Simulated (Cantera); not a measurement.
A perfectly stirred reactor is fed with 7.66 % CH₄, 19.4 % O₂, 73.0 % N₂, equivalence ratio 0.79, at 0.340 bar; it is adiabatic with a 548 K inlet, and is followed from long to short residence time, starting on the burning branch (τ in s: 0.023, 0.014, 0.009, 0.0056, 0.0035, 0.0022, 0.0013, 0.00083, 0.00052, 0.00032, 0.0002, 0.00012, 7.8e-05).

Detailed kinetics in Cantera: GRI-Mech 3.0 (53 species, 325 reactions).

x: mole fraction; the columns are a selection and need not sum to one.

```csv
τ (s),T (K),x CH₄,x O₂,x HCO,x NO,x H₂,x HO₂,x H₂O
0.023,2059,1.64e-5,0.0431,2.58e-7,0.000217,0.00321,1.87e-6,0.144
0.014,2032,2.33e-5,0.0439,4.22e-7,0.000152,0.00397,2.24e-6,0.143
0.0090,2004,3.21e-5,0.0448,6.49e-7,0.000111,0.00473,2.68e-6,0.141
0.0056,1970,4.60e-5,0.0458,1.03e-6,7.93e-5,0.00561,3.28e-6,0.139
0.0035,1935,[?],0.0469,[?],[?],[?],[?],0.137
0.0022,1897,9.85e-5,0.0481,2.48e-6,4.33e-5,0.00743,4.93e-6,0.135
0.0013,1853,[?],0.0497,[?],[?],[?],[?],0.132
0.00083,1815,0.000243,0.0513,6.19e-6,2.39e-5,0.00916,7.64e-6,0.130
0.00052,1775,0.000395,0.0535,9.69e-6,1.77e-5,0.00985,9.79e-6,0.129
0.00032,1731,0.000698,0.0569,1.57e-5,1.25e-5,0.0105,1.36e-5,0.127
0.00020,1682,0.00136,0.0624,2.59e-5,8.23e-6,0.0113,2.20e-5,0.125
0.00012,548,0.0766,0.194,<1e-12,<1e-12,<1e-12,<1e-12,<1e-12
7.8e-5,548,0.0766,0.194,<1e-12,<1e-12,<1e-12,<1e-12,<1e-12
```

Fill in the missing entries.


- 0.0035, x CH₄: 6.68e-5
- 0.0035, x HCO: 1.60e-6
- 0.0035, x NO: 5.80e-5
- 0.0035, x H₂: 0.00653
- 0.0035, x HO₂: 4.03e-6
- 0.0013, x CH₄: 0.000158
- 0.0013, x HCO: 4.06e-6
- 0.0013, x NO: 3.15e-5
- 0.0013, x H₂: 0.00841
- 0.0013, x HO₂: 6.20e-6
